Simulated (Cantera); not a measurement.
Premixed flame

A freely propagating, adiabatic, planar premixed flame of 8.70 % CH3OH, 19.2 % O2, 72.1 % N2, equivalence ratio 0.68, unburnt at 323 K and 500000 Pa; mixture-averaged transport, grid criteria slope 0.08 and curve 0.16, no radiation.

Detailed kinetics in Cantera: GRI-Mech 3.0 (53 species, 325 reactions). GRI-Mech 3.0 was tuned for natural gas; its chemistry of methanol as a main component is partial and can be far from experiment. Burning velocities carry a grid error of a few per cent, more on coarse grids.

```csv
z (mm),T (K),u (m/s),x CH3OH,x O2,x HCO,x H2,x H2O2,x C2H4
-0.704,324,0.103,0.0869,0.192,<1e-8,0.000442,3.13e-7,<1e-8
-0.469,329,0.105,0.0867,0.191,<1e-8,0.00107,3.40e-6,<1e-8
-0.352,354,0.113,0.0859,0.189,<1e-8,0.00178,1.77e-5,<1e-8
-0.235,491,0.158,0.0796,0.178,<1e-8,0.00292,0.000101,<1e-8
-0.117,916,0.302,0.0527,0.142,<1e-8,0.00425,0.000365,<1e-8
-0.0586,1258,0.420,0.0258,0.111,4.11e-7,0.00487,0.000438,<1e-8
0,1614,0.544,0.00126,0.0781,1.21e-5,0.00392,2.38e-5,<1e-8
0.0586,1758,0.589,1.51e-7,0.0649,2.20e-8,0.00132,1.09e-6,<1e-8
0.117,1814,0.605,<1e-8,0.0613,<1e-8,0.000687,7.17e-7,<1e-8
0.235,1851,0.616,<1e-8,0.0596,<1e-8,0.000259,3.63e-7,<1e-8
0.469,1865,0.620,<1e-8,0.0592,<1e-8,7.37e-5,1.64e-7,<1e-8
0.938,1869,0.621,<1e-8,0.0591,<1e-8,3.41e-5,1.11e-7,<1e-8
1.88,1869,0.622,<1e-8,0.0591,<1e-8,3.09e-5,1.06e-7,<1e-8
```
x: mole fraction of selected species; z is measured from the peak of heat release.

```
Item                         Result
------------------------  ---------
laminar burning velocity  10.3 cm/s
thermal thickness          0.235 mm
peak x(HCO)                 1.23e-5
peak x(H2)                  0.00498
peak x(H2O2)               0.000459
peak x(C2H4)                  <1e-8
```
